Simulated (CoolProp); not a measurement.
R410A along the isobar 10.3 MPa: fugacity coefficient from the reference equation and from simpler models built on Tc = 344.5 K, pc = 4.901 MPa, ω = 0.296; each cubic takes its own stable root.

The numbers come from the reference Helmholtz-energy equation of state, Lemmon 2003 in CoolProp. It is a pseudo-pure fit of the blend.

| T (K) | phase | reference | van der Waals | Redlich-Kwong | Soave-Redlich-Kwong | Peng-Robinson |
|---|---|---|---|---|---|---|
| 275.8 | liquid | 0.09245 | 0.2185 | 0.1348 | 0.1014 | 0.09602 |
| 295.7 | liquid | 0.1516 | 0.2764 | 0.1995 | 0.1669 | 0.1578 |
| 315.6 | liquid | 0.2276 | 0.3378 | 0.2745 | 0.2504 | 0.2365 |
| 335.5 | liquid | 0.3173 | 0.4009 | 0.3558 | 0.3472 | 0.3281 |
| 355.4 | supercritical | 0.4152 | 0.4638 | 0.4386 | 0.4495 | 0.4251 |
| 375.3 | supercritical | 0.5120 | 0.5248 | 0.5175 | 0.5468 | 0.5175 |
| 395.2 | supercritical | 0.5958 | 0.5817 | 0.5874 | 0.6294 | 0.5962 |
| 415.1 | supercritical | 0.6626 | 0.6328 | 0.6459 | 0.6962 | 0.6605 |
| 435 | supercritical | 0.7164 | 0.6769 | 0.6941 | 0.7506 | 0.7137 |
